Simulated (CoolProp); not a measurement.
Vapour-liquid equilibrium of CH2F2 (R32) (1) + fluoroethane (R161) (2) at 238.7 K; x and y are mole fractions of (1).

Model: multi-fluid Helmholtz-energy mixture model, Tillner-Roth 1997 and Wu 2012; pair parameters Bell 2016, in CoolProp.

Give the bubble pressure and the first vapour's composition at x = 0.35, 0.5, 0.8. Is there an azeotrope?

x = 0.35: 163.2 kPa, y = 0.512; x = 0.5: 179.0 kPa, y = 0.646; x = 0.8: 208.0 kPa, y = 0.870. No azeotrope shows between x = 0.05 and 0.95.

The pair parameters rest on a limited set of measurements; away from them the model extrapolates.
